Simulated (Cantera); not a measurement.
A freely propagating, adiabatic, planar premixed flame of H2 : O2 : N2 = 1 : 0.312 : 1.17 (molar parts), unburnt at 700 K and 2550 Torr; mixture-averaged transport, grid criteria slope 0.08 and curve 0.16, no radiation.

Detailed kinetics in Cantera: the H2/O2 subset of GRI-Mech 3.0, which has no nitrogen chemistry. The hydrogen kinetics of GRI-Mech 3.0 are dated; newer H2 mechanisms differ, most at raised pressure. Burning velocities carry a grid error of a few per cent, more on coarse grids.

Task: Predict: laminar burning velocity; thermal thickness; peak x(HO2); peak x(H); peak x(H2O2).

Result: 
```json
{
 "laminar_burning_velocity": "1260 cm/s",
 "thermal_thickness": "0.0991 mm",
 "peak x(HO2)": "0.000566",
 "peak x(H)": "0.0752",
 "peak x(H2O2)": "2.13e-5"
}
```
